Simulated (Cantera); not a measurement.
Input: 1 mol SiC, 0.58 mol CO2, 950 mol N2, 0.19 mol N2O, at 1 atm.

These are equilibrium values from Cantera (NASA tables, ideal gas, pure condensed phases), not measurements of a reactor. Candidate condensed phases: C, Si, SiC, SiO2, Si2N2O, Si3N4; 34 gas species. Mutual solubility and eutectic melting of coexisting phases are not modelled. Rates play no part.

At 1775 K, list the 3 most abundant gas species with their mole fractions, and the condensed phases.

N2 0.999, CO 0.00140, SiO 1.62e-5. Condensed: SiC(s) + Si3N4(s).
